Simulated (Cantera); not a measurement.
# Transport properties of process gases

Gas mixture: 100 % CO, at 1.01 bar, frozen composition.

Cantera's kinetic-theory transport with the Lennard-Jones parameters of GRI-Mech 3.0, ideal gas; thermal conductivity in the multicomponent form.

| T (K) | ρ (kg/m³) | cp (J/kg/K) | μ (µPa s) | λ (mW/m/K) | Pr | D (cm²/s) H | D (cm²/s) N2 | D (cm²/s) CO2 |
|---|---|---|---|---|---|---|---|---|
| 400 | 0.853 | 1049 | 22.0 | 31.9 | 0.722 | 2.01 | 0.342 | 0.264 |
| 650 | 0.525 | 1098 | 30.7 | 47.0 | 0.718 | 4.64 | 0.781 | 0.619 |
| 900 | 0.379 | 1164 | 38.1 | 61.9 | 0.716 | 8.04 | 1.35 | 1.08 |
| 1150 | 0.297 | 1211 | 44.7 | 75.7 | 0.715 | 12.1 | 2.03 | 1.63 |
| 1400 | 0.244 | 1246 | 50.8 | 88.6 | 0.714 | 16.8 | 2.81 | 2.27 |
| 1650 | 0.207 | 1271 | 56.5 | 101 | 0.714 | 22.1 | 3.69 | 2.99 |
D: mixture-averaged diffusion coefficient of that species in the mixture.
